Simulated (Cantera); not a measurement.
An isothermal, constant-pressure homogeneous reactor starts with N₂O : H₂O = 1 : 0.018 (molar parts), at 1548 K and 1330 Pa. Integrator tolerance rtol = 1e-08.

Model: GRI-Mech 3.0 (53 species, 325 reactions), integrated in Cantera. GRI-Mech 3.0 was tuned for natural gas; its chemistry of N2O as a main component is partial and can be far from experiment. Radical loss at walls, strong at low pressure, is not modelled. The temperature is held fixed by assumption; the heat of reaction is taken as removed at once.

Task: What does this change do: temperature 1548 to 1375 K?

Result: 
| quantity | before | after |
|---|---|---|
| x(N₂O) at 1.00 s | 0.172 (gas-phase equilibrium 1.13e-8) | 0.780 (gas-phase equilibrium 4.89e-9) |
| x(H₂O) at 1.00 s | 0.0128 (gas-phase equilibrium 0.0118) | 0.0164 (gas-phase equilibrium 0.0118) |
| x(H₂) at 1.00 s | 1.40e-6 (gas-phase equilibrium 6.32e-7) | 1.70e-7 (gas-phase equilibrium 5.51e-8) |
| x(N₂) at 1.00 s | 0.479 (gas-phase equilibrium 0.658) | 0.125 (gas-phase equilibrium 0.658) |
| x(OH) at 1.00 s | 0.000222 (gas-phase equilibrium 0.000133) | 7.00e-5 (gas-phase equilibrium 2.71e-5) |
| x(H) at 1.00 s | 7.26e-7 (gas-phase equilibrium 2.14e-7) | 3.69e-8 (gas-phase equilibrium 7.01e-9) |
| x(NO) at 1.00 s | 0.130 (gas-phase equilibrium 0.00176) | 0.0222 (gas-phase equilibrium 0.000722) |
The mechanism lacks the step 2 NO + O2 → 2 NO2, which can matter for NO2 below about 1400 K.
